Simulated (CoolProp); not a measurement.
A closed Brayton cycle with nitrogen: compressor inlet 313.15 K and 6.1 MPa, high pressure 18.1 MPa, turbine inlet 880 K, compressor efficiency 0.8, turbine efficiency 0.93, recuperator effectiveness 0.95 (on enthalpy, no pinch check). Each further row changes one setting.

Computed with CoolProp (reference Helmholtz-energy equation of state, Span 2000).

```json
[
 {"case": "as stated", "thermal efficiency (%)": "33.4", "net work (kJ/kg)": "85.4", "compressor to turbine work": "0.64", "compressor exit (K)": "457.2", "turbine exit (K)": "673.8"},
 {"case": "turbine inlet 830 K", "thermal efficiency (%)": "29.9", "net work (kJ/kg)": "71.7", "compressor to turbine work": "0.68", "compressor exit (K)": "457.2", "turbine exit (K)": "633.7"},
 {"case": "compressor inlet 323.15 K", "thermal efficiency (%)": "…", "net work (kJ/kg)": "…", "compressor to turbine work": "0.67", "compressor exit (K)": "471.7", "turbine exit (K)": "673.8"},
 {"case": "high pressure 15.4 MPa", "thermal efficiency (%)": "35.4", "net work (kJ/kg)": "80.2", "compressor to turbine work": "…", "compressor exit (K)": "432.9", "turbine exit (K)": "701.3"},
 {"case": "recuperator effectiveness 0.5", "thermal efficiency (%)": "23.6", "net work (kJ/kg)": "85.4", "compressor to turbine work": "0.64", "compressor exit (K)": "457.2", "turbine exit (K)": "673.8"}
]
```

Problem. Complete the blanks.

Solution. 
- compressor inlet 323.15 K, thermal efficiency (%): 31.6
- compressor inlet 323.15 K, net work (kJ/kg): 80.1
- high pressure 15.4 MPa, compressor to turbine work: 0.61
